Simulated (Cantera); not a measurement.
Feed: 1 mol Pb, 0.022 mol O2, 0.27 mol H2, equilibrated at 677 °C and 6.70 bar.

Equilibrium computed with Cantera from the NASA thermochemical tables; the gas is ideal and each condensed phase is pure. Candidate condensed phases: H2O, Pb, PbO, PbO2, Pb3O4; 12 gas species. Equilibrium is a limit: real reactors are often held back by kinetics, nucleation or transport.

Base state: H2 0.837, H2O 0.163 (mole fractions); condensed: Pb(l).

### Question
What changes in the equilibrium state with this change: O2 from 0.022 to 0.8 mol?

### Answer
| species | before | after |
|---|---|---|
| H2O | 0.163 | 0.621 |
| O2 | <1e-9 | 0.379 |
| H2 | 0.837 | <1e-9 |
| Pb(l), mol | 1.00 | 0 |
| PbO(yellow), mol | 0 | 1.00 |
